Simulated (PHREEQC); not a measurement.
# Buffer

Make-up at 25 °C: 0.0024 mol KHCO3 and 0.23 mol Na2SO4 per kg of water. Closed to the air; pH follows from the charge balance.

Computed with PHREEQC (ion-association model, phreeqc.dat).

```
Item                          Value
--------------------  -------------
pH                             7.78
ionic strength        0.559 mol/kgw
activity of water             0.989
specific conductance    27800 µS/cm
density                 1.026 g/cm³
total alkalinity        2.40 meq/kg
```

| species | molality | activity | log γ |
|---|---|---|---|
| Na+ | 0.394 | 0.282 | -0.145 |
| SO4-2 | 0.163 | 0.0321 | -0.707 |
| NaSO4- | 0.0662 | 0.0454 | -0.164 |
| HCO3- | 0.00210 | 0.00144 | -0.164 |
| K+ | 0.00198 | 0.00126 | -0.197 |
| KSO4- | 0.000415 | 0.000284 | -0.164 |
| NaHCO3 | 0.000201 | 0.000229 | 0.056 |

Precipitation was switched off in this run.
